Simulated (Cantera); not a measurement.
**Thermodynamics of silicon etching in halogen gases, feed Si + HF + N₂ + SF₆**

A closed system holds: 1 mol Si, 2.2 mol HF, 1.6 mol N₂, 3.7 mol SF₆, equilibrated at 13300 Pa.

These are equilibrium values from Cantera (NASA tables, ideal gas, pure condensed phases), not measurements of a reactor. Candidate condensed phases: S, Si, Si₃N₄; 52 gas species. The tables' values for SF₃, S₂F₂ (SSF₂), SF₅ are old estimates; treat these amounts as uncertain. Equilibrium is a limit: real reactors are often held back by kinetics, nucleation or transport.

```json
[
 {"T (°C)": "427", "x SF₄": "0.176", "x F": "<1e-12", "x HF": "0.262", "x SF₆": "0.240", "x N₂": "0.191", "x SiF₄": "0.119", "x SF₃": "7.33e-5", "x S₂F₂ (SSF₂)": "0.0124"},
 {"T (°C)": "527", "x SF₄": "0.233", "x F": "2.36e-11", "x HF": "0.259", "x SF₆": "0.201", "x N₂": "0.188", "x SiF₄": "0.118", "x SF₃": "0.000234", "x S₂F₂ (SSF₂)": "0.000384"},
 {"T (°C)": "627", "x SF₄": "0.234", "x F": "4.18e-9", "x HF": "0.259", "x SF₆": "0.200", "x N₂": "0.188", "x SiF₄": "0.118", "x SF₃": "0.000393", "x S₂F₂ (SSF₂)": "6.11e-6"},
 {"T (°C)": "727", "x SF₄": "0.234", "x F": "2.64e-7", "x HF": "0.259", "x SF₆": "0.200", "x N₂": "0.188", "x SiF₄": "0.118", "x SF₃": "0.000587", "x S₂F₂ (SSF₂)": "2.15e-7"},
 {"T (°C)": "827", "x SF₄": "0.234", "x F": "7.85e-6", "x HF": "0.259", "x SF₆": "0.200", "x N₂": "0.188", "x SiF₄": "0.118", "x SF₃": "0.000814", "x S₂F₂ (SSF₂)": "1.40e-8"},
 {"T (°C)": "927", "x SF₄": "0.233", "x F": "0.000132", "x HF": "0.259", "x SF₆": "0.200", "x N₂": "0.188", "x SiF₄": "0.118", "x SF₃": "0.00107", "x S₂F₂ (SSF₂)": "1.44e-9"},
 {"T (°C)": "1027", "x SF₄": "0.233", "x F": "0.00144", "x HF": "0.258", "x SF₆": "0.200", "x N₂": "0.188", "x SiF₄": "0.117", "x SF₃": "0.00135", "x S₂F₂ (SSF₂)": "2.17e-10"},
 {"T (°C)": "1127", "x SF₄": "0.235", "x F": "0.0109", "x HF": "0.256", "x SF₆": "0.193", "x N₂": "0.186", "x SiF₄": "0.116", "x SF₃": "0.00169", "x S₂F₂ (SSF₂)": "4.91e-11"},
 {"T (°C)": "1227", "x SF₄": "0.246", "x F": "0.0570", "x HF": "0.244", "x SF₆": "0.161", "x N₂": "0.177", "x SiF₄": "0.111", "x SF₃": "0.00235", "x S₂F₂ (SSF₂)": "2.62e-11"},
 {"T (°C)": "1327", "x SF₄": "0.274", "x F": "0.177", "x HF": "0.213", "x SF₆": "0.0782", "x N₂": "0.155", "x SiF₄": "0.0968", "x SF₃": "0.00460", "x S₂F₂ (SSF₂)": "1.16e-10"},
 {"T (°C)": "1427", "x SF₄": "0.282", "x F": "0.281", "x HF": "0.186", "x SF₆": "0.0132", "x N₂": "0.135", "x SiF₄": "0.0846", "x SF₃": "0.0134", "x S₂F₂ (SSF₂)": "9.51e-9"}
]
```
x: gas mole fraction; nothing condenses.

From 427 °C to 1427 °C nothing is condensed. The main Si-bearing gas is SiF₄ throughout.
